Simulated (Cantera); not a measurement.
Low-pressure radical oxidation in H2/O2

An isothermal, constant-pressure homogeneous reactor starts with 0.823 % H2, 99.2 % O2, equivalence ratio 0.0042, at 1050 K and 20.0 Torr.

Cantera simulation using the H2/O2 subset of GRI-Mech 3.0, which has no nitrogen chemistry; the numbers are that mechanism's predictions, not measurements. Radical loss at walls, strong at low pressure, is not modelled.

```tsv
t (s)	x H2	x O2	x O	x H	x H2O	x H2O2	x OH
2.00e-5	0.00823	0.992	2.17e-12	9.50e-12	<1e-12	<1e-12	2.13e-12
5.49e-5	0.00823	0.992	1.32e-11	1.95e-11	<1e-12	<1e-12	1.26e-11
0.000151	0.00823	0.992	6.65e-11	3.36e-11	1.35e-11	<1e-12	5.84e-11
0.000413	0.00823	0.992	3.20e-10	7.04e-11	1.55e-10	<1e-12	2.36e-10
0.00113	0.00823	0.992	2.43e-9	3.34e-10	2.15e-9	<1e-12	1.48e-9
0.00311	0.00823	0.992	1.28e-7	1.57e-8	1.45e-7	1.28e-12	7.41e-8
0.00854	0.00528	0.989	0.00185	0.000355	0.00237	1.63e-7	0.000796
0.0234	2.82e-5	0.988	0.00342	0.000167	0.00799	3.46e-8	0.000289
0.0643	8.54e-6	0.990	0.00124	3.47e-5	0.00815	2.98e-8	0.000167
0.176	1.84e-6	0.991	0.000282	3.75e-6	0.00822	2.41e-8	7.91e-5
0.484	3.00e-7	0.992	4.94e-5	2.76e-7	0.00825	1.45e-8	3.33e-5
1.33	4.74e-8	0.992	8.43e-6	1.96e-8	0.00826	5.91e-9	1.39e-5
3.64	8.62e-9	0.992	1.65e-6	1.70e-9	0.00826	1.82e-9	6.16e-6
10.0	1.91e-9	0.992	3.89e-7	1.96e-10	0.00826	5.31e-10	3.00e-6
```
x: mole fraction; the columns are a selection and need not sum to one.

Equilibrium at this temperature and pressure: H2 1.85e-11, O2 0.992, O 4.11e-9, H <1e-12, H2O 0.00827, H2O2 6.97e-12, OH 3.07e-7 (gas phase only).
